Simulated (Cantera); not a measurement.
Charge: 1 mol Si, 0.053 mol N2O, 22 mol H2, equilibrated at 0.430 Pa.

These are equilibrium values from Cantera (NASA tables, ideal gas, pure condensed phases), not measurements of a reactor. Candidate condensed phases: H2O, Si, SiO2, Si2N2O, Si3N4; 35 gas species. Rates play no part. All values below are at 1573 K.

Base state: H2 0.963, H 0.0192, Si 0.0128, SiO 0.00234, N2 0.00234, SiH 6.27e-5, Si2 2.68e-5 (mole fractions); condensed: Si(s).

### Question
What changes in the equilibrium state with this change: pressure from 0.430 Pa to 14.0 mbar?

### Answer
```json
[
 {"species": "H2", "before": "0.963", "after": "0.995"},
 {"species": "N2", "before": "0.00234", "after": "0.00211"},
 {"species": "SiO", "before": "0.00234", "after": "0.00211"},
 {"species": "H", "before": "0.0192", "after": "0.000343"},
 {"species": "Si", "before": "0.0128", "after": "3.93e-6"},
 {"species": "Si2", "before": "2.68e-5", "after": "8.25e-9"},
 {"species": "SiH", "before": "6.27e-5", "after": "1.12e-6"},
 {"species": "Si(s), mol", "before": "0.655", "after": "0.940"},
 {"species": "Si2N2O(s), mol", "before": "0", "after": "0.00635"}
]
```
Mutual solubility and eutectic melting of coexisting phases are not modelled.

### Question
What changes in the equilibrium state with this change: pressure from 0.430 Pa to 7.60 mbar?

### Answer
| species | before | after |
|---|---|---|
| H2 | 0.963 | 0.995 |
| N2 | 0.00234 | 0.00240 |
| SiO | 0.00234 | 0.00240 |
| H | 0.0192 | 0.000465 |
| Si | 0.0128 | 7.24e-6 |
| Si2 | 2.68e-5 | 1.52e-8 |
| SiH | 6.27e-5 | 1.51e-6 |
| Si(s), mol | 0.655 | 0.947 |
